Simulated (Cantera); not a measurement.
A closed system holds: 1 mol borazine, 0.25 mol O₂, equilibrated at 1223 K.

Method: chemical equilibrium by Gibbs-energy minimisation in Cantera with the NASA 1993 tables (ideal gas, pure condensed phases). Candidate condensed phases: B, BN, B₂O₃, B₃O₃H₃, H₂O; 39 gas species. The feed counts by its element totals alone. Mutual solubility and eutectic melting of coexisting phases are not modelled. Gases not in the tables: H₃BO₃. The numbers say what is thermodynamically allowed, not how fast it happens.

x: gas mole fraction; n: condensed amount in mol.

```json
[
 {"P (Pa)": "10", "x H₂": "0.945", "x N₂": "0.0524", "x H₂O": "0.000145", "x HBO₂": "(withheld)", "n BN(s)": "2.67", "n B₂O₃(l)": "0.162"},
 {"P (Pa)": "46", "x H₂": "0.946", "x N₂": "0.0524", "x H₂O": "0.000241", "x HBO₂": "(withheld)", "n BN(s)": "2.67", "n B₂O₃(l)": "0.164"},
 {"P (Pa)": "220", "x H₂": "0.947", "x N₂": "0.0524", "x H₂O": "0.000406", "x HBO₂": "(withheld)", "n BN(s)": "2.67", "n B₂O₃(l)": "0.165"},
 {"P (Pa)": "1000", "x H₂": "0.947", "x N₂": "0.0524", "x H₂O": "0.000673", "x HBO₂": "(withheld)", "n BN(s)": "2.67", "n B₂O₃(l)": "0.165"},
 {"P (Pa)": "4600", "x H₂": "0.946", "x N₂": "0.0522", "x H₂O": "0.00112", "x HBO₂": "(withheld)", "n BN(s)": "2.67", "n B₂O₃(l)": "0.165"},
 {"P (Pa)": "22000", "x H₂": "0.946", "x N₂": "0.0520", "x H₂O": "0.00188", "x HBO₂": "(withheld)", "n BN(s)": "2.67", "n B₂O₃(l)": "0.164"},
 {"P (Pa)": "100000", "x H₂": "0.945", "x N₂": "0.0516", "x H₂O": "0.00310", "x HBO₂": "(withheld)", "n BN(s)": "2.67", "n B₂O₃(l)": "0.163"}
]
```

Problem. Some entries are withheld; supply them.

Solution. 
- 10, x HBO₂: 0.00138
- 46, x HBO₂: 0.000830
- 220, x HBO₂: 0.000493
- 1000, x HBO₂: 0.000297
- 4600, x HBO₂: 0.000179
- 22000, x HBO₂: 0.000106
- 100000, x HBO₂: 6.39e-5
